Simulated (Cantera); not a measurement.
Input: 1 mol borazine, 4.7 mol O2, 28 mol H2, held at 1.00 bar.

Cantera equilibrium calculation (NASA polynomials, part measured and part estimated; ideal gas, pure solids and liquids). Candidate condensed phases: B, BN, B2O3, B3O3H3, H2O; 39 gas species. The feed counts by its element totals alone. Gases not in the tables: H3BO3. Kinetics and transport are ignored.

At 1350 K, list the 4 most abundant gas species with their mole fractions, and the condensed phases.

H2 0.802, H2O 0.149, N2 0.0461, HBO2 0.00212. Condensed: B2O3(l).
